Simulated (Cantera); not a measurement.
A closed system holds: 1 mol Al(CH3)3, 0.34 mol H2O, 1.6 mol N2, held at 2048.15 K and 0.610 bar.

Equilibrium computed with Cantera from the NASA thermochemical tables; the gas is ideal and each condensed phase is pure. Candidate condensed phases: Al, AlN, Al2O3, C, C6H6, C7H8, C8H18, H2O; 148 gas species. The feed counts by its element totals alone. Equilibrium is a limit: real reactors are often held back by kinetics, nucleation or transport.

Base state: H2 0.764, N2 0.172, CO 0.0540, HCN 0.00642, H 0.00251, C2H2 (acetylene) 0.000801, HNC 0.000398, Al 0.000253 (mole fractions); condensed: AlN(s) + C(graphite).

Problem. What changes in the equilibrium state with this change: H2O from 0.34 to 40 mol?

Solution. 
```csv
species,before,after
H2O,2.45e-6,0.697
H2,0.764,0.208
CO,0.0540,0.0358
N2,0.172,0.0326
CO2,3.64e-8,0.0252
Al,0.000253,<1e-9
HCN,0.00642,<1e-9
C2H2 (acetylene),0.000801,<1e-9
OH,<1e-9,0.000478
"AlN(s), mol",0.998,0
"C(graphite), mol",2.61,0
"Al2O3(s), mol",0,0.500
```
Gases not in the tables: Al(OH)3.
